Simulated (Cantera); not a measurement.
Silicon epitaxy and polysilicon growth: SiH4 + HCl + N2

Feed: 1 mol SiH4, 0.55 mol HCl, 7 mol N2, at 848.15 K and 0.640 bar.

Equilibrium computed with Cantera from the NASA thermochemical tables; the gas is ideal and each condensed phase is pure. Candidate condensed phases: NH4Cl, Si, Si3N4; 28 gas species. N2 is the only nitrogen source here; it is nearly inert below about 1500 K, so the nitride shown seldom forms there in practice. Kinetics and transport are ignored.

```yaml
x(N2): 0.713
x(H2): 0.225
x(HCl): 0.0612
x(SiCl4): 0.000187
x(NH3): 0.000109
x(SiHCl3): 1.12e-6
n(Si3N4(s)): 0.333 mol
gas_amount: 8.882 mol
log10 activity of Si(s) (absent): -9.29
```
